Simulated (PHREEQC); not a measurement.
Make-up at 20 °C: 0.14 mol/kgw KOH and 0.001 mol/kgw H4SiO4. Closed to the air; pH follows from the charge balance.

Model: ion-association model, phreeqc.dat, run in PHREEQC.

| quantity | before | after |
|---|---|---|
| pH | 13.18 | 12.14 |
| H3SiO4- (mol/kgw) | 0.000392 | 0.000483 |
| H4SiO4 (mol/kgw) | 1.53e-7 | 7.10e-7 |
| SI of Quartz (SiO2) | -2.74 | -2.55 |

Task: Which change was made?
A) temperature from 20 to 55 °C
B) temperature from 20 to 60 °C
C) KOH replaced by KBr at the same molality
D) H4SiO4 from 0.001 to 0.0009 mol/kgw
E) 0.0038 mol/kgw Ca(OH)2 added

Result: A, temperature from 20 to 55 °C

Precipitation was switched off in this run. Constants without temperature data keep their 25 °C values here.
